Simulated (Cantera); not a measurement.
C + H2O + H2 (carbon deposition, reforming and gasification)

A closed system holds: 1 mol C, 0.21 mol H2O, 3.6 mol H2.

Method: chemical equilibrium by Gibbs-energy minimisation in Cantera with the NASA 1993 tables (ideal gas, pure condensed phases). Candidate condensed phases: C, C6H6, C7H8, C8H18, H2O; 110 gas species. The ideal-gas law is rough above about 30 bar. Kinetics and transport are ignored.

Stable condensed phases:

```
T in K \ P in Pa
               10       56      320     1800    10000    56000   320000  1800000 10000000
   2748         A        A        B        B        B        B        B        B        B
   2698         A        B        B        B        B        B        B        B        B
   2648         A        B        B        B        B        B        B        B        B
   2598         B        B        B        B        B        B        B        B        B
   2548         B        B        B        B        B        B        B        B        B
   2498         B        B        B        B        B        B        B        B        B
   2448         B        B        B        B        B        B        B        B        B
   2398         B        B        B        B        B        B        B        B        B
   2348         B        B        B        B        B        B        B        B        B
   2298         B        B        B        B        B        B        B        B        B
   2248         B        B        B        B        B        B        B        B        B
   2198         B        B        B        B        B        B        B        B        B
   2148         B        B        B        B        B        B        B        B        B
```

A: gas only; B: C.
